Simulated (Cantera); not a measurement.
# Counterflow diffusion flame

A counterflow diffusion flame at 760 Torr, nozzles 20 mm apart: fuel side 52.1 % CH4, 47.9 % N2 at 300 K, oxidiser side 17.0 % O2, 83.0 % N2 at 573 K, fuel mass flux 1.2 times the oxidiser's; mixture-averaged transport, no radiation.

Model: GRI-Mech 3.0 (53 species, 325 reactions), integrated in Cantera. GRI-Mech 3.0 has no aromatics or soot, which form on the fuel side of real flames. The maximum strain rate includes the flame's own expansion and is several times the mean. A flux with no burning solution from the previous one only brackets extinction.

```
oxidiser flux (kg/m²/s)  max strain (1/s)  mean strain (1/s)  T max (K)  peak x OH  peak x H  peak x NO  peak x CO  peak x C2H2
-----------------------  ----------------  -----------------  ---------  ---------  --------  ---------  ---------  -----------
0.25                                  162               37.4       1880    0.00393   0.00223   0.000114     0.0292      0.00400
0.39                                  246               58.4       1857    0.00383   0.00233    8.84e-5     0.0297      0.00348
0.6                                   370               89.9       1830    0.00366   0.00237    6.32e-5     0.0304      0.00292
0.93                                  560                139       1789    0.00329   0.00226    3.62e-5     0.0313      0.00214
```
x: mole fraction; the columns are a selection and need not sum to one.

At the next flux tried, 1.4 kg/m²/s, no burning solution was found from the previous one.
